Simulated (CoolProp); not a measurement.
Sulfur hexafluoride along the isotherm -44.55 °C: fugacity coefficient from the reference equation and from simpler models built on Tc = 45.6 °C, pc = 37.55 bar, ω = 0.210; each cubic takes its own stable root.

Computed with CoolProp (reference Helmholtz-energy equation of state, Guder 2009).

| p (bar) | phase | reference | van der Waals | Redlich-Kwong | Soave-Redlich-Kwong | Peng-Robinson |
|---|---|---|---|---|---|---|
| 0.297 | gas | 0.9923 | 0.9949 | 0.9932 | 0.9927 | 0.9923 |
| 0.48 | gas | 0.9875 | 0.9917 | 0.9890 | 0.9882 | 0.9875 |
| 0.775 | gas | 0.9798 | 0.9867 | 0.9823 | 0.9809 | 0.9799 |
| 1.25 | gas | 0.9674 | 0.9785 | 0.9714 | 0.9692 | 0.9676 |
| 2.02 | gas | 0.9472 | 0.9653 | 0.9539 | 0.9503 | 0.9478 |
| 3.27 | liquid | 0.8078 | 0.9438 | 0.9255 | 0.8262 | 0.8187 |
| 5.28 | liquid | 0.5045 | 0.9092 | 0.6954 | 0.5162 | 0.5110 |
| 8.53 | liquid | 0.3166 | 0.8514 | 0.4369 | 0.3242 | 0.3203 |
| 13.8 | liquid | 0.2001 | 0.5448 | 0.2766 | 0.2051 | 0.2021 |
| 22.3 | liquid | 0.1283 | 0.3564 | 0.1779 | 0.1317 | 0.1293 |

At some of these states van der Waals, Redlich-Kwong gives the other phase, because its saturation line lies elsewhere.
